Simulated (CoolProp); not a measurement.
Properties of sulfur hexafluoride at several states (Tc = 45.6 °C, pc = 3755 kPa, ω = 0.210).

Computed with CoolProp (reference Helmholtz-energy equation of state, Guder 2009).

```
T (°C)  p (kPa)   phase  cp (kJ/(kg K))  Prandtl number  fugacity coefficient
------  -------  ------  --------------  --------------  --------------------
4.95       8020  liquid          0.9658            3.04                0.1864
322.35      127     gas          0.9307           0.754                0.9992
255.05     20.3     gas          0.8965           0.758                0.9997
232.15     2550     gas          0.9070           0.740                0.9620
-20.05     3170  liquid          0.9188            3.60                0.2091
243.95     1100     gas          0.8992           0.743                0.9849
```

Viscosity comes from a separate model (Quiñones-Cisneros 2012). Thermal conductivity comes from a separate model (Assael 2012).
